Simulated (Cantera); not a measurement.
## HMDSO + O2 + N2 (silicon oxide and oxynitride deposition)

Charge: 1 mol HMDSO, 0.17 mol O2, 23 mol N2, held at 81.0 Pa.

Method: chemical equilibrium by Gibbs-energy minimisation in Cantera with the NASA 1993 tables (ideal gas, pure condensed phases). Candidate condensed phases: C, C6H6, C7H8, C8H18, H2O, Si, SiC, SiO2, Si2N2O, Si3N4; 151 gas species. The feed counts by its element totals alone. N2 is the only nitrogen source here; it is nearly inert below about 1500 K, so the nitride shown seldom forms there in practice. Mutual solubility and eutectic melting of coexisting phases are not modelled. The tables' values for SiN are old estimates; treat these amounts as uncertain. Rates play no part.

At 848 K the condensed part is C(graphite) + SiO2(β-quartz) + Si2N2O(s). From 948 K to 1248 K the condensed part is C(graphite) + Si2N2O(s). At 1348 K the condensed part is C(graphite) + SiC(s) + Si2N2O(s). From 1448 K to 2048 K the condensed part is C(graphite) + SiC(s).

```csv
T (K),x N2,x H2,x CO,x H,x HCN,x Si,x HNC,n C(graphite),n SiO2(β-quartz),n Si2N2O(s),n SiC(s)
848,0.710,0.289,0.000832,3.59e-10,1.32e-7,<1e-12,5.29e-11,5.97,0.209,0.895,0
948,0.702,0.287,0.0108,9.87e-9,9.67e-7,<1e-12,9.57e-10,5.66,0,1.00,0
1048,0.702,0.287,0.0108,1.45e-7,4.85e-6,<1e-12,1.00e-8,5.66,0,1.00,0
1148,0.702,0.287,0.0108,1.35e-6,1.83e-5,<1e-12,6.94e-8,5.66,0,1.00,0
1248,0.702,0.287,0.0108,8.79e-6,5.58e-5,2.18e-12,3.52e-7,5.66,0,1.000,0
1348,0.701,0.285,0.0142,4.34e-5,0.000143,8.74e-10,1.39e-6,5.33,0,0.892,0.215
1448,0.690,0.270,0.0401,0.000168,0.000312,2.13e-8,4.42e-6,2.65,0,0,2.00
1548,0.689,0.269,0.0401,0.000561,0.000632,3.43e-7,1.24e-5,2.64,0,0,2.00
1648,0.689,0.268,0.0400,0.00162,0.00117,3.92e-6,3.07e-5,2.63,0,0,2.00
1748,0.687,0.266,0.0399,0.00414,0.00202,3.39e-5,6.81e-5,2.60,0,0,1.99
1848,0.685,0.262,0.0397,0.00954,0.00327,0.000231,0.000138,2.57,0,0,1.98
1948,0.679,0.254,0.0394,0.0200,0.00496,0.00129,0.000256,2.54,0,0,1.94
2048,0.668,0.240,0.0387,0.0385,0.00710,0.00608,0.000439,2.62,0,0,1.75
```
x: gas mole fraction; n: condensed amount in mol.
